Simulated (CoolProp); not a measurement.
A single-stage vapour-compression cycle with benzene: evaporating at 326.15 K (dew point), condensing at 346.15 K (bubble point), superheat 8 K, subcooling 0 K, compressor efficiency 0.85, no pressure losses. Each further row changes one setting.

Model: reference Helmholtz-energy equation of state, Thol 2012, in CoolProp.

```tsv
case	cooling COP	pressure ratio	discharge temperature (K)	refrigerating effect (kJ/kg)	volumetric capacity (kJ/m³)
as stated	13.2	2.00	358.8	386	447
evaporating temperature 331.15 K	18.1	1.67	357.4	392	…
condensing temperature 341.15 K	17.8	1.70	…	395	458
subcooling 5 K	…	2.00	358.8	395	458
superheat 18 K	13.2	2.00	…	398	447
compressor efficiency 0.75	11.6	2.00	…	386	447
```

Problem. Fill in the missing entries.

Solution. 
- evaporating temperature 331.15 K, volumetric capacity (kJ/m³): 538
- condensing temperature 341.15 K, discharge temperature (K): 353.0
- subcooling 5 K, cooling COP: 13.5
- superheat 18 K, discharge temperature (K): 368.7
- compressor efficiency 0.75, discharge temperature (K): 361.8
